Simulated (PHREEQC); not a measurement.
Solution (25 °C): 3.2 mmol/kgw CuSO4, 0.098 mmol/kgw HBF4 and 120 mmol/kgw NaCl. Closed to the air; pH follows from the charge balance.

Computed with PHREEQC (ion-association model, phreeqc.dat).

This is a speciation only: nothing precipitates in the calculation.

Problem. Estimate the pH, density.

Solution. pH 3.63; density 1.002 g/cm³.

Problem. In which forms is S present?

Solution. SO4-2 78 %, NaSO4- 16 %, CuSO4 5.3 %, HSO4- 0.8 % of the S.

Species that the database lacks are ignored. Real BF4- forms and hydrolyses slowly; the run takes it at equilibrium.
